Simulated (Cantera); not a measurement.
# Adiabatic ignition

An adiabatic, constant-pressure homogeneous reactor starts with CH₄ : O₂ : N₂ = 1 : 6.67 : 25.1 (molar parts), equivalence ratio 0.30, at 1550 K and 0.340 bar.

Computed with Cantera and GRI-Mech 3.0 (53 species, 325 reactions).

```
t (s)     T (K)   x CH₄   x O₂      x NO    x C₂H₂    x HO₂   x CH₂CO
--------  -----  ------  -----  --------  --------  -------  --------
2.00e-6    1550  0.0305  0.204    <1e-12    <1e-12  3.09e-8    <1e-12
1.08e-5    1550  0.0305  0.204    <1e-12    <1e-12  1.66e-7    <1e-12
5.86e-5    1550  0.0305  0.204    <1e-12    <1e-12  8.74e-7    <1e-12
0.000317   1550  0.0305  0.204    <1e-12  5.15e-11  4.07e-6  1.39e-11
0.00172    1961  <1e-12  0.136   7.13e-6    <1e-12  3.94e-6    <1e-12
0.00931    2165  <1e-12  0.141  0.000173    <1e-12  2.19e-6    <1e-12
0.0504     2168  <1e-12  0.141  0.000660    <1e-12  2.29e-6    <1e-12
0.273      2164  <1e-12  0.140   0.00295    <1e-12  2.25e-6    <1e-12
1.48       2153  <1e-12  0.137   0.00809    <1e-12  2.14e-6    <1e-12
8.00       2152  <1e-12  0.137   0.00897    <1e-12  2.12e-6    <1e-12
```
x: mole fraction; the columns are a selection and need not sum to one.

The time of steepest temperature rise is 1.44 ms and the temperature at 8.00 s comes out as 2152 K. The equilibrium temperature is 2152 K and the x(CH₄) at 8.00 s comes out as <1e-12 (gas-phase equilibrium <1e-12). The x(O₂) at 8.00 s is 0.137 (gas-phase equilibrium 0.137) and the x(NO) at 8.00 s comes out as 0.00897 (gas-phase equilibrium 0.00897).
